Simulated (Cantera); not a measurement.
Mixture: CH4 : O2 : N2 : CO2 = 1 : 2.35 : 13.9 : 1.1 (molar parts), at 900 Torr, adiabatic and at constant pressure. Ignition delay is the time to a rise of 400 K.

Computed with Cantera and GRI-Mech 3.0 (53 species, 325 reactions).

Task: Predict: delay at 1025 K; delay at 1125 K; delay at 1225 K; delay at 1325 K; delay at 1425 K; apparent activation energy between 1325 and 1425 K.

Result: 
| Property | Value |
|---|---|
| delay at 1025 K | 0.900 s |
| delay at 1125 K | 0.183 s |
| delay at 1225 K | 43.3 ms |
| delay at 1325 K | 11.6 ms |
| delay at 1425 K | 3.51 ms |
| apparent activation energy between 1325 and 1425 K | 190 kJ/mol |
